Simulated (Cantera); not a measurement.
An adiabatic, constant-pressure homogeneous reactor starts with 6.47 % C2H4, 19.6 % O2, 73.8 % N2, 0.136 % H2O, equivalence ratio 0.99, at 1475 K and 1.01 bar.

Detailed kinetics in Cantera: GRI-Mech 3.0 (53 species, 325 reactions). GRI-Mech 3.0 was tuned for natural gas; its chemistry of ethylene as a main component is partial and can be far from experiment.

x: mole fraction; the columns are a selection and need not sum to one.

```
t (s)     T (K)  x C2H4    x O2     x NO2     x HCN    x CH2O     x CO2     x CH2CO
--------  -----  ------  ------  --------  --------  --------  --------  ----------
6.00e-6    1475  0.0647   0.196    <1e-12    <1e-12   1.72e-8  2.72e-12  (withheld)
1.37e-5    1475  0.0647   0.196    <1e-12    <1e-12   6.78e-7  2.60e-10  (withheld)
3.11e-5    1571  0.0491   0.177  9.30e-11   9.82e-9   0.00246  0.000618  (withheld)
7.07e-5    2509  <1e-12  0.0359   1.97e-8  4.78e-11  2.65e-10    0.0505      <1e-12
0.000161   2659  <1e-12  0.0331   1.21e-7  1.37e-10  2.73e-10    0.0558      <1e-12
0.000366   2782  <1e-12  0.0299   5.44e-7  4.89e-10  2.98e-10    0.0616      <1e-12
0.000834   2807  <1e-12  0.0278   1.42e-6  9.71e-10  3.13e-10    0.0631      <1e-12
0.00190    2802  <1e-12  0.0262   2.39e-6   1.41e-9  3.18e-10    0.0630      <1e-12
0.00432    2800  <1e-12  0.0255   2.81e-6   1.61e-9  3.20e-10    0.0629      <1e-12
0.00983    2800  <1e-12  0.0254   2.84e-6   1.63e-9  3.20e-10    0.0629      <1e-12
0.0224     2800  <1e-12  0.0254   2.84e-6   1.63e-9  3.20e-10    0.0629      <1e-12
0.0509     2800  <1e-12  0.0254   2.84e-6   1.63e-9  3.20e-10    0.0629      <1e-12
0.116      2800  <1e-12  0.0254   2.84e-6   1.63e-9  3.20e-10    0.0629      <1e-12
0.264      2800  <1e-12  0.0254   2.84e-6   1.63e-9  3.20e-10    0.0629      <1e-12
0.600      2800  <1e-12  0.0254   2.84e-6   1.63e-9  3.20e-10    0.0629      <1e-12
```

Q: Fill in the missing entries.

A: 
- 6.00e-6, x CH2CO: 4.61e-8
- 1.37e-5, x CH2CO: 1.86e-6
- 3.11e-5, x CH2CO: 0.00514
